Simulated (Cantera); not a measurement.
Cantera with NASA thermochemical tables; ideal gases at 1 bar, condensed phases pure. Values are per mole of reaction as written; species without (g) are pure solids or liquids, kept so even where they would boil at 1 bar.

**Question.** Between 2523 and 2923 K, where is each reaction favourable under standard conditions?
- 2 BCl₃(g) + O₂(g) = 3 Cl₂(g) + B₂O₂(g)
- 2 B₂O₃(g) + 12 Cl(g) = 4 BCl₃(g) + 3 O₂(g)
- B₂O₂(g) + 6 Cl(g) = 2 BCl₃(g) + 2 O(g)

**Answer.** 
- 2 BCl₃(g) + O₂(g) = 3 Cl₂(g) + B₂O₂(g): ΔG° is 36 kJ at 2523 K and -13 kJ at 2923 K; it changes sign between 2723 and 2823 K. ΔH° is 345 kJ and ΔS° 122 J/K at 2923 K.
- 2 B₂O₃(g) + 12 Cl(g) = 4 BCl₃(g) + 3 O₂(g): ΔG° is 694 kJ at 2523 K and 1037 kJ at 2923 K; it stays positive (K < 1). ΔH° is -1472 kJ and ΔS° -858 J/K at 2923 K.
- B₂O₂(g) + 6 Cl(g) = 2 BCl₃(g) + 2 O(g): ΔG° is 299 kJ at 2523 K and 441 kJ at 2923 K; it stays positive (K < 1). ΔH° is -602 kJ and ΔS° -357 J/K at 2923 K.
